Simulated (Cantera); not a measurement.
Input: 1 mol TiO₂, 17 mol Cl₂, 0.35 mol H₂, at 1500 K.

Cantera equilibrium calculation (NASA polynomials, part measured and part estimated; ideal gas, pure solids and liquids). Candidate condensed phases: H₂O, Ti, TiCl₂, TiCl₃, TiCl₄, TiO, TiO₂, Ti₂O₃, Ti₃O₅, Ti₄O₇; 23 gas species. Equilibrium is a limit: real reactors are often held back by kinetics, nucleation or transport.

Task: What share of the Ti ends up in condensed phases as a function of P (Pa), at 1, 4.20, 18, 75, 320, 1300, 5600, 24000, 100000?

Result: 
| P (Pa) | Ti condensed (%) | as |
|---|---|---|
| 1 | 99.6 | TiO₂(rutile) |
| 4.20 | 98.9 | TiO₂(rutile) |
| 18 | 96.1 | TiO₂(rutile) |
| 75 | 89.0 | TiO₂(rutile) |
| 320 | 78.3 | TiO₂(rutile) |
| 1300 | 70.0 | TiO₂(rutile) |
| 5600 | 65.1 | TiO₂(rutile) |
| 24000 | 62.6 | TiO₂(rutile) |
| 100000 | 61.4 | TiO₂(rutile) |
